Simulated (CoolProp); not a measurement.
Properties of dimethyl ether at several states (Tc = 400.4 K, pc = 5.337 MPa, ω = 0.196).

Model: reference Helmholtz-energy equation of state, Wu 2011, in CoolProp.

```json
[
 {"T (K)": "293.9", "p (MPa)": "0.012", "phase": "gas", "isothermal compressibility (1/MPa)": "83.52", "fugacity coefficient": "0.9978"},
 {"T (K)": "199.5", "p (MPa)": "3.99", "phase": "liquid", "isothermal compressibility (1/MPa)": "0.0008751", "fugacity coefficient": "0.001859"},
 {"T (K)": "246.6", "p (MPa)": "0.479", "phase": "liquid", "isothermal compressibility (1/MPa)": "0.001523", "fugacity coefficient": "0.1913"},
 {"T (K)": "304.3", "p (MPa)": "0.113", "phase": "gas", "isothermal compressibility (1/MPa)": "9.025", "fugacity coefficient": "0.9813"},
 {"T (K)": "327.3", "p (MPa)": "0.0634", "phase": "gas", "isothermal compressibility (1/MPa)": "15.90", "fugacity coefficient": "0.9918"}
]
```
